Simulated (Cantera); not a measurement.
Gas-phase reforming

An isothermal, constant-pressure homogeneous reactor starts with CH₄ : H₂O = 1 : 2.5 (molar parts), at 1473 K and 1300000 Pa.

Detailed kinetics in Cantera: GRI-Mech 3.0 (53 species, 325 reactions). The pressure lies above the range GRI-Mech 3.0 was tuned for (to about 10 atm).

```json
[
 {"t (s)": "0.000500", "x CH₄": "0.285", "x H₂O": "0.714", "x HCO": "3.22e-12", "x O": "<1e-12", "x CH₃": "3.50e-5", "x CH₂CO": "4.67e-11", "x C₂H₄": "4.10e-5"},
 {"t (s)": "0.00205", "x CH₄": "0.283", "x H₂O": "0.714", "x HCO": "3.00e-11", "x O": "1.01e-12", "x CH₃": "4.55e-5", "x CH₂CO": "1.08e-8", "x C₂H₄": "0.000511"},
 {"t (s)": "0.00841", "x CH₄": "0.273", "x H₂O": "0.710", "x HCO": "6.44e-11", "x O": "1.09e-12", "x CH₃": "4.74e-5", "x CH₂CO": "1.12e-6", "x C₂H₄": "0.00320"},
 {"t (s)": "0.0345", "x CH₄": "0.239", "x H₂O": "0.691", "x HCO": "6.33e-11", "x O": "<1e-12", "x CH₃": "3.78e-5", "x CH₂CO": "1.11e-5", "x C₂H₄": "0.00617"},
 {"t (s)": "0.141", "x CH₄": "0.173", "x H₂O": "0.653", "x HCO": "1.47e-10", "x O": "<1e-12", "x CH₃": "2.87e-5", "x CH₂CO": "2.13e-5", "x C₂H₄": "0.0165"},
 {"t (s)": "0.580", "x CH₄": "0.156", "x H₂O": "0.605", "x HCO": "4.76e-10", "x O": "<1e-12", "x CH₃": "2.66e-5", "x CH₂CO": "1.46e-5", "x C₂H₄": "0.0174"},
 {"t (s)": "2.38", "x CH₄": "0.154", "x H₂O": "0.530", "x HCO": "1.29e-9", "x O": "<1e-12", "x CH₃": "2.23e-5", "x CH₂CO": "4.25e-6", "x C₂H₄": "0.00885"},
 {"t (s)": "9.75", "x CH₄": "0.121", "x H₂O": "0.439", "x HCO": "3.08e-9", "x O": "<1e-12", "x CH₃": "1.48e-5", "x CH₂CO": "9.36e-7", "x C₂H₄": "0.00278"},
 {"t (s)": "40.0", "x CH₄": "0.0678", "x H₂O": "0.347", "x HCO": "5.77e-9", "x O": "<1e-12", "x CH₃": "7.20e-6", "x CH₂CO": "2.83e-7", "x C₂H₄": "0.000501"}
]
```
x: mole fraction; the columns are a selection and need not sum to one.

Equilibrium at this temperature and pressure: CH₄ 0.000120, H₂O 0.246, HCO 9.67e-9, O <1e-12, CH₃ 1.13e-8, CH₂CO 4.88e-10, C₂H₄ 9.63e-10 (gas phase only).
